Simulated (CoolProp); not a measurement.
R236FA along the isobar 8.61 bar: density (kg/m³) from the reference equation and from simpler models built on Tc = 124.9 °C, pc = 31.91 bar, ω = 0.377; each cubic takes its own stable root.

The numbers come from the reference Helmholtz-energy equation of state, Pan 2012 in CoolProp.

```tsv
T (°C)	phase	reference	Redlich-Kwong	Soave-Redlich-Kwong	Peng-Robinson
23.55	liquid	1368	1156	1233	1397
30.45	liquid	1344	1130	1209	1370
37.35	liquid	1319	1103	1182	1341
44.25	liquid	1293	1074	1154	1309
51.15	liquid	1266	60.21	1124	1275
57.95	liquid	1238	58.00	1092	1239
71.75	gas	56.22	54.13	55.22	55.99
78.65	gas	54.01	52.44	53.28	54.00
85.55	gas	52.06	50.88	51.52	52.20
92.45	gas	50.32	49.45	49.92	50.56
99.35	gas	48.74	48.11	48.44	49.05
106.15	gas	47.33	46.88	47.10	47.67
113.05	gas	46.01	45.71	45.83	46.37
119.95	gas	44.79	44.60	44.65	45.17
126.85	gas	43.66	43.57	43.55	44.04
```

At some of these states Redlich-Kwong gives the other phase, because its saturation line lies elsewhere.
